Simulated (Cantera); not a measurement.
A freely propagating, adiabatic, planar premixed flame of 23.5 % CO, 8.69 % H₂, 0.893 % CH₄, 13.7 % O₂, 51.7 % N₂, 1.48 % H₂O, unburnt at 423 K and 74000 Pa; mixture-averaged transport, grid criteria slope 0.08 and curve 0.16, no radiation.

Detailed kinetics in Cantera: GRI-Mech 3.0 (53 species, 325 reactions). Burning velocities carry a grid error of a few per cent, more on coarse grids.

**Question.** Predict: laminar burning velocity; thermal thickness; peak x(C₂H₆); peak x(CH₂).

**Answer.** 
| Quantity | Value |
|---|---|
| laminar burning velocity | 185 cm/s |
| thermal thickness | 0.649 mm |
| peak x(C₂H₆) | 1.21e-6 |
| peak x(CH₂) | 9.09e-7 |
